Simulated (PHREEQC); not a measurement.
Make-up at 25 °C: 0.0002 mol/kgw NaOH and 0.00106 mol/kgw (CH3)4NCl. Closed to the air; pH follows from the charge balance.

Computed with PHREEQC (ion-association model, wateq4f.dat).

No solid was allowed to form.

Task: Estimate the pH.

Result: pH 10.28.

Species that the database lacks are ignored. (CH3)4N+ isn't in the database: it is added as a free cation with an ion size of 4 Å.
